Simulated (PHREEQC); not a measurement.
Make-up at 25 °C: 0.019 mol HF, 0.23 mol NH4F and 0.00036 mol H3PO4 per kg of water. Closed to the air; pH follows from the charge balance.

Computed with PHREEQC (ion-association model, phreeqc.dat).

```json
{
 "pH": "4.32",
 "ionic_strength": "0.230 mol/kgw",
 "activity_of_water": "0.992",
 "specific_conductance": "22800 µS/cm",
 "density": "1.002 g/cm³",
 "total_alkalinity": "-19.4 meq/kg"
}
```

```
species  molality  activity   log γ
-------  --------  --------  ------
NH4+        0.230     0.153  -0.176
F-          0.221     0.154  -0.158
HF         0.0105    0.0111   0.023
HF2-      0.00880   0.00653  -0.130
H2PO4-   0.000357  0.000263  -0.132
H+        6.06e-5   4.80e-5  -0.101
H3PO4     1.77e-6   1.86e-6   0.023
```

Precipitation was switched off in this run.
